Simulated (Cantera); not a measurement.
A closed system holds: 1 mol Ti, 0.59 mol C3H8, 7.8 mol H2, equilibrated at 910 Pa.

Method: chemical equilibrium by Gibbs-energy minimisation in Cantera with the NASA 1993 tables (ideal gas, pure condensed phases). Candidate condensed phases: C, C6H6, C7H8, C8H18, Ti, TiC; 77 gas species. TiC: taken at fixed stoichiometry. Rates play no part.

log p: log10 of the partial pressure in bar; n: condensed amount in mol.

```json
[
 {"T (K)": "1773", "log p H2": "-2.04", "log p H": "-4.57", "log p C2H2 (acetylene)": "-5.90", "log p CH4": "-7.16", "log p CH3": "-8.38", "log p C2H": "-10.53", "log p C4H2": "-10.15", "n C(graphite)": "0.767", "n TiC(s)": "1.00"},
 {"T (K)": "1798", "log p H2": "-2.04", "log p H": "-4.47", "log p C2H2 (acetylene)": "-5.81", "log p CH4": "-7.20", "log p CH3": "-8.32", "log p C2H": "-10.30", "log p C4H2": "-9.97", "n C(graphite)": "0.766", "n TiC(s)": "1.00"},
 {"T (K)": "1823", "log p H2": "-2.04", "log p H": "-4.38", "log p C2H2 (acetylene)": "-5.72", "log p CH4": "-7.23", "log p CH3": "-8.27", "log p C2H": "-10.08", "log p C4H2": "-9.80", "n C(graphite)": "0.766", "n TiC(s)": "1.00"},
 {"T (K)": "1848", "log p H2": "-2.04", "log p H": "-4.30", "log p C2H2 (acetylene)": "-5.63", "log p CH4": "-7.27", "log p CH3": "-8.22", "log p C2H": "-9.86", "log p C4H2": "-9.62", "n C(graphite)": "0.765", "n TiC(s)": "1.00"},
 {"T (K)": "1873", "log p H2": "-2.04", "log p H": "-4.21", "log p C2H2 (acetylene)": "-5.55", "log p CH4": "-7.30", "log p CH3": "-8.17", "log p C2H": "-9.65", "log p C4H2": "-9.46", "n C(graphite)": "0.764", "n TiC(s)": "1.00"},
 {"T (K)": "1898", "log p H2": "-2.04", "log p H": "-4.13", "log p C2H2 (acetylene)": "-5.47", "log p CH4": "-7.34", "log p CH3": "-8.12", "log p C2H": "-9.44", "log p C4H2": "-9.29", "n C(graphite)": "0.762", "n TiC(s)": "1.00"},
 {"T (K)": "1923", "log p H2": "-2.05", "log p H": "…", "log p C2H2 (acetylene)": "…", "log p CH4": "-7.37", "log p CH3": "-8.07", "log p C2H": "…", "log p C4H2": "…", "n C(graphite)": "0.761", "n TiC(s)": "1.00"},
 {"T (K)": "1948", "log p H2": "-2.05", "log p H": "…", "log p C2H2 (acetylene)": "…", "log p CH4": "-7.40", "log p CH3": "-8.03", "log p C2H": "…", "log p C4H2": "…", "n C(graphite)": "0.759", "n TiC(s)": "1.00"},
 {"T (K)": "1973", "log p H2": "-2.05", "log p H": "-3.89", "log p C2H2 (acetylene)": "-5.24", "log p CH4": "-7.44", "log p CH3": "-7.98", "log p C2H": "-8.86", "log p C4H2": "-8.83", "n C(graphite)": "0.757", "n TiC(s)": "1.000"},
 {"T (K)": "1998", "log p H2": "-2.05", "log p H": "-3.82", "log p C2H2 (acetylene)": "-5.17", "log p CH4": "-7.47", "log p CH3": "-7.94", "log p C2H": "-8.67", "log p C4H2": "-8.69", "n C(graphite)": "0.755", "n TiC(s)": "1.000"},
 {"T (K)": "2023", "log p H2": "-2.05", "log p H": "-3.75", "log p C2H2 (acetylene)": "-5.10", "log p CH4": "-7.50", "log p CH3": "-7.90", "log p C2H": "-8.49", "log p C4H2": "-8.54", "n C(graphite)": "0.752", "n TiC(s)": "1.000"},
 {"T (K)": "2048", "log p H2": "-2.05", "log p H": "-3.68", "log p C2H2 (acetylene)": "-5.03", "log p CH4": "-7.53", "log p CH3": "-7.86", "log p C2H": "-8.31", "log p C4H2": "-8.40", "n C(graphite)": "0.749", "n TiC(s)": "1.000"}
]
```

Complete the blanks.


- 1948, log p H: -3.97
- 1948, log p C2H2 (acetylene): -5.31
- 1948, log p C2H: -9.05
- 1948, log p C4H2: -8.98
- 1923, log p H: -4.05
- 1923, log p C2H2 (acetylene): -5.39
- 1923, log p C2H: -9.24
- 1923, log p C4H2: -9.14
